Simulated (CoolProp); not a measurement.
Properties of hexamethyldisiloxane (MM) at several states.

The numbers come from the reference Helmholtz-energy equation of state, Thol 2016 in CoolProp.

| T (K) | p (MPa) | phase | cv (kJ/(kg K)) | expansivity (1/kK) |
|---|---|---|---|---|
| 264.5 | 0.0294 | liquid | … | … |
| 403.2 | 3.81 | liquid | … | 1.828 |
| 596.4 | 0.0218 | gas | 2.171 | 1.692 |
| 475.4 | 3.08 | liquid | … | … |
| 554.1 | 0.0133 | gas | 2.083 | 1.817 |
| 574.4 | 0.808 | gas | 2.139 | 2.631 |

Problem. Fill in the missing entries.

Solution. 
- 264.5, cv (kJ/(kg K)): 1.466
- 264.5, expansivity (1/kK): 1.291
- 403.2, cv (kJ/(kg K)): 1.804
- 475.4, cv (kJ/(kg K)): 1.981
- 475.4, expansivity (1/kK): 3.130
